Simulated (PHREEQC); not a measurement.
Solution (20 °C): 0.02 mol/kgw HF, 0.0035 mol/kgw KF, 0.00017 mol/kgw H4SiO4 and 0.22 mol/kgw H3PO4. Closed to the air; pH follows from the charge balance.

Equilibrium calculation in PHREEQC: ion-association model, wateq4f.dat.

Each row changes one thing in this solution. Precipitation was switched off in this run.

| case | pH | ionic strength (mol/kgw) | H3PO4 (mol/kgw) | H2PO4- (mol/kgw) | HF (mol/kgw) | H2F2 (mol/kgw) |
|---|---|---|---|---|---|---|
| as made | 1.45 | 0.0447 | 0.176 | 0.0436 | 0.0195 | 0.00120 |
| diluted 2-fold with water | 1.62 | 0.0293 | 0.0814 | 0.0286 | 0.0102 | 0.000326 |
| H4SiO4 from 0.00017 to 3.4e-05 mol/kgw | 1.45 | 0.0444 | 0.176 | 0.0437 | 0.0202 | 0.00128 |
| H4SiO4 left out | 1.46 | 0.0443 | 0.176 | 0.0438 | 0.0203 | 0.00130 |
| KF replaced by KNO3 at the same molality | 1.43 | 0.0466 | 0.178 | 0.0422 | 0.0168 | 0.000883 |

wateq4f.dat counts part of the HF as a dimer, H2F2, which phreeqc.dat doesn't know; its constant is uncertain. H3PO4, which wateq4f.dat lacks, is added to it with the constant of phreeqc.dat. SiF6-2 is the database's only silicon fluoride.
